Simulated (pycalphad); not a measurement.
All values are pycalphad results on the COST 507 light-alloy database (1999) (1 atm), not direct measurements. The database dates from 1999; later assessments differ in places, in temperatures and in the compounds included. Kinetics are ignored, which matters at the lower temperatures.

Molar enthalpy of Si-35Y (at.%) in equilibrium (SER reference):

```tsv
T (K)	H (kJ/mol)	phases
2450	55.68	LIQUID
2300	50.77	LIQUID
2150	45.85	LIQUID
2075	43.40	LIQUID
2000	40.94	LIQUID
1850	-12.16	SI5Y3_H + LIQUID
1775	-31.47	SI2Y_H + SI5Y3_H
1700	-33.85	SI2Y_H + SI5Y3_H
1550	-38.58	SI2Y_H + SI5Y3_H
1400	-44.10	SI2Y_R + SI5Y3_H
1250	-48.59	SI2Y_R + SI5Y3_H
1100	-52.95	SI2Y_R + SI5Y3_H
950	-57.20	SI2Y_R + SI5Y3_H
800	-61.31	SI2Y_R + SI5Y3_H
650	-65.58	SI2Y_R + SI5Y3_R
500	-69.40	SI2Y_R + SI5Y3_R
```

Cooling from 2000 K to 1775 K, across the freezing range, releases 72.4 kJ/mol, or 1470 J/g. The slope is 33 J/(mol K) in the liquid and 32 J/(mol K) just below the solidus, where it includes any heat of precipitation. Liquidus 1954 K, solidus 1793 K. Changes were sought between steps of 75 K, so a narrower field can be missed.

Database names, with the compositions (at.%) that they take in these runs: SI5Y3_H: Si 62 Y 38; SI2Y_H: Si 67 Y 33; SI2Y_R: Si 67 Y 33; SI5Y3_R: Si 62 Y 38.
